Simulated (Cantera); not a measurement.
Mixture: CH4 : C2H6 : C3H8 : O2 : N2 = 1 : 0.047 : 0.083 : 1.72 : 6.47 (molar parts), equivalence ratio 1.5, at 4.93 atm, adiabatic and at constant pressure. Ignition delay is the time to a rise of 400 K.

Model: GRI-Mech 3.0 (53 species, 325 reactions), integrated in Cantera.

### Question
What does this change do: CH4 1 to 1.5 parts?

### Answer
| quantity | before | after |
|---|---|---|
| delay at 1250 K | 1.63 ms | 2.32 ms |
| delay at 1350 K | 0.427 ms | 0.606 ms |
| delay at 1450 K | 0.132 ms | 0.187 ms |
| delay at 1550 K | 49.6 µs | 69.8 µs |
| delay at 1650 K | 22.2 µs | 30.8 µs |
| apparent activation energy between 1600 and 1700 K | 160 kJ/mol | 170 kJ/mol |

### Question
What does this change do: constant volume in place of constant pressure?

### Answer
```csv
quantity,before,after
delay at 1250 K,1.63 ms,1.50 ms
delay at 1350 K,0.427 ms,0.385 ms
delay at 1450 K,0.132 ms,0.117 ms
delay at 1550 K,49.6 µs,43.0 µs
delay at 1650 K,22.2 µs,19.0 µs
apparent activation energy between 1600 and 1700 K,160 kJ/mol,170 kJ/mol
```

### Question
What does this change do: pressure from 4.93 atm to 9.87 atm?

### Answer
```json
[
 {"quantity": "delay at 1250 K", "before": "1.63 ms", "after": "0.933 ms"},
 {"quantity": "delay at 1350 K", "before": "0.427 ms", "after": "0.265 ms"},
 {"quantity": "delay at 1450 K", "before": "0.132 ms", "after": "84.7 µs"},
 {"quantity": "delay at 1550 K", "before": "49.6 µs", "after": "31.8 µs"},
 {"quantity": "delay at 1650 K", "before": "22.2 µs", "after": "14.0 µs"},
 {"quantity": "apparent activation energy between 1600 and 1700 K", "before": "160 kJ/mol", "after": "170 kJ/mol"}
]
```
